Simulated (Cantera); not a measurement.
# Equilibrium for carbon deposition, reforming and gasification: acetone + H₂O + O₂

A closed system holds: 1 mol acetone, 1.7 mol H₂O, 0.63 mol O₂, equilibrated at 2075 K and 75.0 mbar.

Cantera equilibrium calculation (NASA polynomials, part measured and part estimated; ideal gas, pure solids and liquids). Candidate condensed phases: C, C₆H₆, C₇H₈, C₈H₁₈, H₂O; 110 gas species. The feed counts by its element totals alone. Rates play no part.

```json
{
 "x(H₂)": "0.497",
 "x(CO)": "0.372",
 "x(H₂O)": "0.108",
 "x(CO₂)": "0.0166",
 "x(H)": "0.00686",
 "x(OH)": "0.000169",
 "x(O)": "1.67e-6",
 "gas_amount": "7.727 mol",
 "log10 activity of C(graphite) (absent)": "-4.95"
}
```
